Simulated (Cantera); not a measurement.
A perfectly stirred reactor is fed with CO : H2 : O2 : N2 = 1 : 0.48 : 0.617 : 2.32 (molar parts), equivalence ratio 1.2, at 2550 Torr; it is adiabatic with a 725 K inlet, and is followed from long to short residence time, starting on the burning branch (τ in s: 0.031, 0.012, 0.0047, 0.0018, 0.0007, 0.00027, 0.00011, 4.1e-05, 1.6e-05, 6.1e-06).

Cantera simulation using GRI-Mech 3.0 (53 species, 325 reactions); the numbers are that mechanism's predictions, not measurements. The hydrogen kinetics of GRI-Mech 3.0 are dated; newer H2 mechanisms differ, most at raised pressure.

### Question
Predict: blow-out, bracketed by the residence times tried; x(CO) at τ = 31.0 ms; x(H2) at τ = 31.0 ms; x(O2) at τ = 31.0 ms; x(NO) at τ = 31.0 ms; x(NO2) at τ = 31.0 ms; x(CO) at τ = 0.270 ms; x(H2) at τ = 0.270 ms; x(O2) at τ = 0.270 ms; x(NO) at τ = 0.270 ms; x(NO2) at τ = 0.270 ms.

### Answer
```json
{
 "blow_out_bracketed_by_the_residence_times_tried": "burning at 6.10 µs, the shortest tried",
 "x(CO) at τ = 31.0 ms": "0.0798",
 "x(H2) at τ = 31.0 ms": "0.00764",
 "x(O2) at τ = 31.0 ms": "0.00771",
 "x(NO) at τ = 31.0 ms": "0.00443",
 "x(NO2) at τ = 31.0 ms": "1.22e-6",
 "x(CO) at τ = 0.270 ms": "0.1000",
 "x(H2) at τ = 0.270 ms": "0.0109",
 "x(O2) at τ = 0.270 ms": "0.0203",
 "x(NO) at τ = 0.270 ms": "0.000535",
 "x(NO2) at τ = 0.270 ms": "1.94e-7"
}
```
